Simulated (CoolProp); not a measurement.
A single-stage vapour-compression cycle with trans-2-butene: evaporating at 231.15 K (dew point), condensing at 271.15 K (bubble point), superheat 2 K, subcooling 8 K, compressor efficiency 0.9, no pressure losses. Each further row changes one setting.

The numbers come from the reference Helmholtz-energy equation of state, Lemmon 2005 in CoolProp. It is a short technical equation, of lower accuracy than the large ones.

```
case                              cooling COP  pressure ratio  discharge temperature (K)  refrigerating effect (kJ/kg)  volumetric capacity (kJ/m³)
--------------------------------  -----------  --------------  -------------------------  ----------------------------  ---------------------------
as stated                                4.79            6.56                      290.3                           377                          152
evaporating temperature 236.15 K         5.69            4.98                      287.2                           383                          200
condensing temperature 266.15 K          5.57            5.37                      284.0                           388                          157
subcooling 13 K                          4.93            6.56                      290.3                           388                          157
superheat 12 K                           4.77            6.56                      301.0                           390                          151
compressor efficiency 0.8                4.26            6.56                      296.5                           377                          152
```
